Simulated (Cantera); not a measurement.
# Carbon deposition, reforming and gasification: C + H2O

A closed system holds: 1 mol C, a varied amount of H2O, held at 1248 K and 10.0 mbar.

Cantera equilibrium calculation (NASA polynomials, part measured and part estimated; ideal gas, pure solids and liquids). Candidate condensed phases: C, C6H6, C7H8, C8H18, H2O; 110 gas species. The numbers say what is thermodynamically allowed, not how fast it happens.

From 0.29 mol H2O to 0.9 mol H2O the condensed part is C(graphite). From 1.1 mol H2O to 3.5 mol H2O nothing is condensed. The main C-bearing gas is CO throughout.

| n(H2O) (mol) | log p CO | log p H2 | log p H2O | log p CO2 | log p CH4 | log p H | log p C2H2 (acetylene) | n C(graphite) |
|---|---|---|---|---|---|---|---|---|
| 0.29 | -2.30 | -2.30 | -6.42 | -6.61 | -6.55 | -7.48 | -8.91 | 0.710 |
| 0.36 | -2.30 | -2.30 | -6.42 | -6.61 | -6.55 | -7.48 | -8.91 | 0.640 |
| 0.46 | -2.30 | -2.30 | -6.42 | -6.61 | -6.55 | -7.48 | -8.91 | 0.540 |
| 0.57 | -2.30 | -2.30 | -6.42 | -6.61 | -6.55 | -7.48 | -8.91 | 0.430 |
| 0.72 | -2.30 | -2.30 | -6.42 | -6.61 | -6.55 | -7.48 | -8.91 | 0.280 |
| 0.9 | -2.30 | -2.30 | -6.42 | -6.61 | -6.55 | -7.48 | -8.91 | 0.100 |
| 1.1 | -2.34 | -2.31 | -3.53 | -3.75 | -9.50 | -7.48 | <-14 | 0 |
| 1.4 | -2.44 | -2.33 | -2.95 | -3.26 | -10.23 | -7.49 | <-14 | 0 |
| 1.8 | -2.56 | -2.36 | -2.69 | -3.09 | -10.71 | -7.51 | <-14 | 0 |
| 2.2 | -2.66 | -2.39 | -2.55 | -3.02 | -11.04 | -7.53 | <-14 | 0 |
| 2.8 | -2.80 | -2.44 | -2.43 | -2.99 | -11.44 | -7.55 | <-14 | 0 |
| 3.5 | -2.93 | -2.49 | -2.35 | -2.98 | -11.81 | -7.57 | <-14 | 0 |
log p: log10 of the partial pressure in bar; n: condensed amount in mol.
